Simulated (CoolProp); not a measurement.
The fluid at 412.57 K and 16.7 MPa flows at 0.092 m/s in a round tube of 12.7 mm bore and 1.5 µm roughness, fully developed (64/Re and Nu = 3.66 if laminar; Colebrook and Gnielinski if turbulent). The same conditions are run with several fluids, on thermodynamics alone (safety and materials aside).

Computed with CoolProp (reference Helmholtz-energy equation of state of each fluid (propylene: Lemmon 2013; CF4 (R14): Platzer 1990; R13: Platzer 1990; C3F8 (R218): Lemmon 2006; normal hydrogen: Leachman 2009)). The equations of Platzer and Polt are older, rougher fits.

| fluid | Reynolds number | Darcy friction factor | pressure drop (Pa/m) | heat-transfer coefficient (W/(m² K)) | mass flow (kg/h) |
|---|---|---|---|---|---|
| propylene | 8340 | 0.0326 | 4.05 | 266 | 15.6 |
| CF4 (R14) | 15600 | ___ | ___ | 129 | 18.5 |
| R13 | ___ | ___ | 5.98 | 187 | 28.1 |
| C3F8 (R218) | ___ | 0.0290 | 10.2 | 229 | 44.5 |
| normal hydrogen | ___ | 0.0678 | 0.206 | 71.2 | 0.382 |

Complete the blanks.


- CF4 (R14), Darcy friction factor: 0.0278
- CF4 (R14), pressure drop (Pa/m): 4.08
- R13, Reynolds number: 18000
- R13, Darcy friction factor: 0.0268
- C3F8 (R218), Reynolds number: 13100
- normal hydrogen, Reynolds number: 944

Transport values come from each fluid's own correlations; those of propylene, CF4 (R14), R13, C3F8 (R218) are estimates that may be off by 10 % or more.
